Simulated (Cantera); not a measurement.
Charge: 1 mol Mg(OH)2, 0.045 mol CO2, at 1148 K and 1.70 bar.

Cantera equilibrium calculation (NASA polynomials, part measured and part estimated; ideal gas, pure solids and liquids). Candidate condensed phases: C, C6H6, C7H8, C8H18, H2O, Mg, MgCO3, MgO, Mg(OH)2; 116 gas species. The numbers say what is thermodynamically allowed, not how fast it happens.

Base state: H2O 0.957, CO2 0.0431 (mole fractions); condensed: MgO(s).

Q: What changes in the equilibrium state with this change: temperature from 1148 K to 1750 K?

A: 
| species | before | after |
|---|---|---|
| H2O | 0.957 | 0.955 |
| CO2 | 0.0431 | 0.0429 |
| H2 | 2.61e-6 | 0.00105 |
| O2 | 1.33e-6 | 0.000537 |
| OH | 1.94e-7 | 0.000308 |
| CO | 1.39e-7 | 0.000171 |
| MgO(s), mol | 1.00 | 1.000 |

Q: What changes in the equilibrium state with this change: temperature from 1148 K to 525 K?

A: 
| species | before | after |
|---|---|---|
| H2O | 0.957 | 0.995 |
| CO2 | 0.0431 | 0.00502 |
| MgO(s), mol | 1.00 | 0 |
| MgCO3(s), mol | 0 | 0.0448 |
| Mg(OH)2(s), mol | 0 | 0.955 |
